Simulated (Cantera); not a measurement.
Feed: 1 mol Al2O3, 7.2 mol H2, at 160000 Pa.

Method: chemical equilibrium by Gibbs-energy minimisation in Cantera with the NASA 1993 tables (ideal gas, pure condensed phases). Candidate condensed phases: Al, Al2O3, H2O; 19 gas species. The tables' values for AlOH are old estimates; treat these amounts as uncertain. Gases not in the tables: Al(OH)3. The numbers say what is thermodynamically allowed, not how fast it happens.

x: gas mole fraction; n: condensed amount in mol.

```
T (K)   x H2       x H     x H2O      x Al    x Al2O    x AlOH     x AlH  n Al2O3(s)  n Al2O3(l)
-----  -----  --------  --------  --------  --------  --------  --------  ----------  ----------
1748   1.000  0.000181   6.27e-6   2.00e-6   5.77e-7   2.39e-7   1.33e-6       1.000           0
1848   1.000  0.000419   1.96e-5   6.38e-6   2.34e-6   8.83e-7   3.24e-6       1.000           0
1948   0.999  0.000893   5.46e-5   1.77e-5   8.02e-6   2.82e-6   7.05e-6       1.000           0
2048   0.998   0.00177  0.000139   4.41e-5   2.38e-5   8.00e-6   1.40e-5       1.000           0
2148   0.996   0.00329  0.000324   9.94e-5   6.27e-5   2.04e-5   2.59e-5       0.999           0
2248   0.993         ?         ?         ?         ?   4.76e-5         ?       0.998           0
2348   0.988   0.00970   0.00140  0.000400  0.000320  0.000101   7.34e-5           0       0.996
2448   0.980         ?         ?         ?         ?  0.000186         ?           0       0.992
2548   0.969    0.0241   0.00423   0.00122   0.00100  0.000323  0.000165           0       0.986
2648   0.953    0.0359   0.00683   0.00199   0.00164  0.000535  0.000234           0       0.978
```

### Question
Some entries are withheld; supply them.

### Answer

- 2448, x H: 0.0156
- 2448, x H2O: 0.00250
- 2448, x Al: 0.000717
- 2448, x Al2O: 0.000584
- 2448, x AlH: 0.000112
- 2248, x H: 0.00579
- 2248, x H2O: 0.000701
- 2248, x Al: 0.000207
- 2248, x Al2O: 0.000150
- 2248, x AlH: 4.50e-5
